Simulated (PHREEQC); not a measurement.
A solution holds 0.088 mol HBr per kg of water, at 25 °C. Closed to the air; pH follows from the charge balance.

Equilibrium calculation in PHREEQC: ion-association model, phreeqc.dat.

Each row changes one thing in this solution. Precipitation was switched off in this run.

| case | pH | ionic strength (mol/kgw) |
|---|---|---|
| as made | 1.14 | 0.0880 |
| HBr from 0.088 to 0.0968 mol/kgw | 1.10 | 0.0968 |
| 0.14 mol/kgw MgSO4 added | (withheld) | (withheld) |
| HBr from 0.088 to 0.132 mol/kgw | (withheld) | 0.132 |
| diluted 2-fold with water | (withheld) | (withheld) |

**Question.** Complete the blanks.

**Answer.** 
- 0.14 mol/kgw MgSO4 added, pH: 1.47
- 0.14 mol/kgw MgSO4 added, ionic strength (mol/kgw): 0.339
- HBr from 0.088 to 0.132 mol/kgw, pH: 0.97
- diluted 2-fold with water, pH: 1.42
- diluted 2-fold with water, ionic strength (mol/kgw): 0.0440

Complexes and solids missing from the database can't appear.
